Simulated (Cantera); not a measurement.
Input: 1 mol H2S, 0.39 mol H2O, held at 0.000230 bar.

Method: chemical equilibrium by Gibbs-energy minimisation in Cantera with the NASA 1993 tables (ideal gas, pure condensed phases). Candidate condensed phases: H2O, H2SO4, S; 19 gas species. Equilibrium is a limit: real reactors are often held back by kinetics, nucleation or transport. All values below are at 2898 K.

Base state: H 0.661, S 0.236, O 0.0861, H2 0.00770, SO 0.00673, OH 0.00162, SH 0.000475, S2 0.000371 (mole fractions); condensed: gas only.

Q: What changes in the equilibrium state with this change: pressure from 0.000230 bar to 3.90 bar?

A: 
```csv
species,before,after
H2,0.00770,0.468
S2,0.000371,0.153
H2O,6.16e-5,0.137
H,0.661,0.0396
S,0.236,0.0367
H2S,2.47e-7,0.0396
O,0.0861,0.000186
SH,0.000475,0.0750
SO,0.00673,0.0383
S2O,8.83e-8,0.00133
SO2,4.14e-5,0.00861
```
